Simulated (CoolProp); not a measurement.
Neopentane along the isotherm 550 K: density (kg/m³) from the reference equation and from simpler models built on Tc = 433.7 K, pc = 3.196 MPa, ω = 0.196; each cubic takes its own stable root.

Model: reference Helmholtz-energy equation of state, Lemmon 2006, in CoolProp. It is a short technical equation, of lower accuracy than the large ones.

| p (MPa) | phase | reference | Redlich-Kwong | Soave-Redlich-Kwong |
|---|---|---|---|---|
| 2.46 | gas | ___ | ___ | 43.81 |
| 4.92 | supercritical | 102.6 | 105.7 | 99.49 |
| 7.38 | supercritical | 175.2 | 180.6 | 163.8 |
| 9.83 | supercritical | 243.1 | 244.1 | 221.9 |
| 12.3 | supercritical | 291.4 | ___ | 267.0 |
| 14.8 | supercritical | 325.0 | 322.2 | 301.7 |
| 17.2 | supercritical | 348.9 | 346.9 | 328.1 |
| 19.7 | supercritical | 368.6 | 368.0 | 350.6 |
| 22.1 | supercritical | 384.1 | 385.0 | 368.8 |
| 24.6 | supercritical | 397.8 | 400.2 | 385.2 |
| 27 | supercritical | 409.3 | 413.1 | 399.0 |
| 29.5 | supercritical | 419.9 | 425.0 | 411.8 |
| 32 | supercritical | 429.3 | 435.7 | 423.3 |

### Question
Some entries are withheld; supply them.

### Answer

- 2.46, reference: 44.20
- 2.46, Redlich-Kwong: 44.77
- 12.3, Redlich-Kwong: 289.1
